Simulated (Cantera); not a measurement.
**Moist CO burnout**

An isothermal, constant-pressure homogeneous reactor starts with 0.755 % CO, 0.658 % O₂, 1.84 % H₂O, 96.7 % N₂, at 1225 K and 10.0 bar.

Cantera simulation using GRI-Mech 3.0 (53 species, 325 reactions); the numbers are that mechanism's predictions, not measurements.

```json
[
 {"t (s)": "3.00e-5", "x CO": "0.00755", "x O₂": "0.00658", "x H₂O": "0.0184", "x H": "1.39e-10", "x NO": "<1e-12", "x N₂O": "<1e-12", "x NO₂": "<1e-12"},
 {"t (s)": "6.68e-5", "x CO": "0.00755", "x O₂": "0.00658", "x H₂O": "0.0184", "x H": "3.91e-10", "x NO": "<1e-12", "x N₂O": "1.93e-12", "x NO₂": "<1e-12"},
 {"t (s)": "0.000149", "x CO": "0.00755", "x O₂": "0.00658", "x H₂O": "0.0184", "x H": "1.27e-9", "x NO": "<1e-12", "x N₂O": "9.61e-12", "x NO₂": "<1e-12"},
 {"t (s)": "0.000332", "x CO": "0.00755", "x O₂": "0.00658", "x H₂O": "0.0184", "x H": "8.77e-9", "x NO": "<1e-12", "x N₂O": "8.11e-11", "x NO₂": "<1e-12"},
 {"t (s)": "0.000739", "x CO": "0.00752", "x O₂": "0.00656", "x H₂O": "0.0184", "x H": "3.30e-7", "x NO": "2.06e-12", "x N₂O": "3.51e-9", "x NO₂": "<1e-12"},
 {"t (s)": "0.00165", "x CO": "0.00705", "x O₂": "0.00634", "x H₂O": "0.0183", "x H": "1.03e-6", "x NO": "2.18e-10", "x N₂O": "6.30e-8", "x NO₂": "3.68e-11"},
 {"t (s)": "0.00367", "x CO": "0.00598", "x O₂": "0.00583", "x H₂O": "0.0183", "x H": "9.94e-7", "x NO": "1.05e-9", "x N₂O": "1.97e-7", "x NO₂": "1.90e-10"},
 {"t (s)": "0.00818", "x CO": "0.00424", "x O₂": "0.00496", "x H₂O": "0.0183", "x H": "7.70e-7", "x NO": "3.34e-9", "x N₂O": "4.16e-7", "x NO₂": "6.58e-10"},
 {"t (s)": "0.0182", "x CO": "0.00226", "x O₂": "0.00396", "x H₂O": "0.0184", "x H": "4.18e-7", "x NO": "7.63e-9", "x N₂O": "6.67e-7", "x NO₂": "1.88e-9"},
 {"t (s)": "0.0406", "x CO": "0.000841", "x O₂": "0.00324", "x H₂O": "0.0184", "x H": "1.39e-7", "x NO": "1.16e-8", "x N₂O": "8.32e-7", "x NO₂": "4.38e-9"},
 {"t (s)": "0.0904", "x CO": "0.000216", "x O₂": "0.00293", "x H₂O": "0.0184", "x H": "2.92e-8", "x NO": "1.25e-8", "x N₂O": "8.26e-7", "x NO₂": "7.56e-9"},
 {"t (s)": "0.201", "x CO": "3.11e-5", "x O₂": "0.00283", "x H₂O": "0.0185", "x H": "3.78e-9", "x NO": "1.39e-8", "x N₂O": "6.26e-7", "x NO₂": "7.66e-9"},
 {"t (s)": "0.449", "x CO": "9.15e-7", "x O₂": "0.00282", "x H₂O": "0.0185", "x H": "1.20e-10", "x NO": "2.08e-8", "x N₂O": "2.97e-7", "x NO₂": "1.12e-9"},
 {"t (s)": "1.00", "x CO": "2.46e-9", "x O₂": "0.00282", "x H₂O": "0.0185", "x H": "6.17e-12", "x NO": "2.18e-8", "x N₂O": "5.99e-8", "x NO₂": "1.24e-10"}
]
```
x: mole fraction; the columns are a selection and need not sum to one.

Equilibrium at this temperature and pressure: CO 1.41e-9, O₂ 0.00280, H₂O 0.0185, H 4.81e-12, NO 3.04e-5, N₂O 7.36e-9, NO₂ 1.66e-7 (gas phase only).
